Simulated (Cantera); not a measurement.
Mixture: 28.3 % H₂, 20.5 % O₂, 51.2 % N₂, equivalence ratio 0.69, at 4.20 bar, adiabatic and at constant volume. Ignition delay is the time to a rise of 400 K.

Cantera simulation using GRI-Mech 3.0 (53 species, 325 reactions); the numbers are that mechanism's predictions, not measurements. The hydrogen kinetics of GRI-Mech 3.0 are dated; newer H2 mechanisms differ, most at raised pressure. Below about 950 K walls govern HO2 and H2O2 in real vessels.

Problem. Predict: delay at 900 K; delay at 1000 K; delay at 1100 K; delay at 1200 K; delay at 1300 K; delay at 1400 K; delay at 1500 K; apparent activation energy between 1300 and 1500 K.

Solution. 
```json
{
  "delay at 900 K": "0.174 s",
  "delay at 1000 K": "10.2 ms",
  "delay at 1100 K": "0.249 ms",
  "delay at 1200 K": "12.4 µs",
  "delay at 1300 K": "5.83 µs",
  "delay at 1400 K": "3.61 µs",
  "delay at 1500 K": "2.53 µs",
  "apparent activation energy between 1300 and 1500 K": "68 kJ/mol"
}
```
